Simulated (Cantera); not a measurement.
# Stirred combustor or abatement burner

A perfectly stirred reactor is fed with 9.26 % CO, 0.852 % H₂, 2.78 % CH₄, 18.3 % O₂, 68.8 % N₂, equivalence ratio 0.58, at 60000 Pa; it is adiabatic with a 775 K inlet, and is followed from long to short residence time, starting on the burning branch (τ in s: 0.063, 0.025, 0.01, 0.0042, 0.0017, 0.00069, 0.00028, 0.00011, 4.7e-05, 1.9e-05, 7.7e-06, 3.1e-06).

Model: GRI-Mech 3.0 (53 species, 325 reactions), integrated in Cantera.

```tsv
τ (s)	T (K)	x CO	x H₂	x CH₄	x CO₂	x C₂H	x C₂H₆
0.063	2103	0.00456	0.000465	2.41e-6	0.122	<1e-12	<1e-12
0.025	2074	0.00711	0.000734	4.49e-6	0.119	<1e-12	1.20e-12
0.010	2026	0.0110	0.00117	8.24e-6	0.114	<1e-12	3.05e-12
0.0042	1963	0.0159	0.00174	1.51e-5	0.109	<1e-12	7.92e-12
0.0017	1879	0.0220	0.00248	3.02e-5	0.102	<1e-12	2.54e-11
0.00069	1775	0.0296	0.00326	6.72e-5	0.0935	1.01e-12	1.08e-10
0.00028	1647	0.0413	0.00394	0.000181	0.0806	2.28e-12	7.67e-10
0.00011	1461	0.0677	0.00505	0.000894	0.0520	8.57e-12	2.97e-8
4.7e-5	775	0.0926	0.00852	0.0278	<1e-12	<1e-12	<1e-12
1.9e-5	775	0.0926	0.00852	0.0278	<1e-12	<1e-12	<1e-12
7.7e-6	775	0.0926	0.00852	0.0278	<1e-12	<1e-12	<1e-12
3.1e-6	775	0.0926	0.00852	0.0278	<1e-12	<1e-12	<1e-12
```
x: mole fraction; the columns are a selection and need not sum to one.
